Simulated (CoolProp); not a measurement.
Computed with CoolProp (reference Helmholtz-energy equation of state, Beckmüller 2019).

Question: Give the vapour pressure (MPa), liquid density (kg/m³), surface tension (mN/m) of saturated n-octane at 369.6, 390.4 K.

Answer: 
```csv
T (K),p (MPa),liquid density (kg/m³),surface tension (mN/m)
369.6,0.0417,638,14.5
390.4,0.0798,619,12.7
```

Surface tension comes from a separate correlation (Mulero 2012).
